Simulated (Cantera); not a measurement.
Input: 1 mol Ta2O5, 6.1 mol C, 5.7 mol H2, held at 1373.15 K and 0.600 bar.

Cantera equilibrium calculation (NASA polynomials, part measured and part estimated; ideal gas, pure solids and liquids). Mutual solubility and eutectic melting of coexisting phases are not modelled. TaC: taken at fixed stoichiometry. Condensed phases not in the tables: Ta2C. The numbers say what is thermodynamically allowed, not how fast it happens.

| species | before | after |
|---|---|---|
| H2 | 0.565 | 0.566 |
| CO | 0.432 | 0.433 |
| H2O | 0.00167 | 0.000563 |
| CH4 | 0.000397 | 5.84e-7 |
| H | 3.24e-6 | 2.17e-5 |
| CO2 | 0.000618 | 0.000209 |
| TaC(s), mol | 1.75 | 1.75 |
| Ta2O5(s), mol | 0.126 | 0.127 |
Gas species are given as mole fractions.

Which change was made?
(A) temperature from 1373.15 K to 1075 K
(B) pressure from 0.600 bar to 0.0133 bar
(C) H2 from 5.7 to 0.37 mol
(D) temperature from 1373.15 K to 850 K

B, pressure from 0.600 bar to 0.0133 bar
